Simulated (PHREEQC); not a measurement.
## Metal-bearing waste water: speciation

Solution (25 °C): 0.15 mol/kgw FeCl3, 0.074 mol/kgw HCl and 0.0073 mol/kgw Na2SO4. Closed to the air; pH follows from the charge balance.

All values are PHREEQC results (ion-association model, phreeqc.dat), not measurements.

```
Item                       Value
-----------------  -------------
pH                          1.25
ionic strength     0.556 mol/kgw
activity of water          0.989
total alkalinity     -374 meq/kg
```

```tsv
species	molality	activity	log γ
Cl-	0.380	0.244	-0.192
FeCl+2	0.0853	0.0177	-0.684
H+	0.0735	0.0559	-0.119
FeCl2+	0.0286	0.0193	-0.171
Fe+3	0.0280	0.00239	-1.068
Na+	0.0146	0.0105	-0.145
FeSO4+	0.00437	0.00295	-0.171
FeHSO4+2	0.00150	0.000442	-0.531
FeOH+2	0.00132	0.000273	-0.684
HSO4-	0.000830	0.000611	-0.133
SO4-2	0.000571	0.000112	-0.706
```

This is a speciation only: nothing precipitates in the calculation. Saturation is exceeded, for instance for Hematite (slow to form), Goethite (slow to form); the values hold only as long as no solid forms.
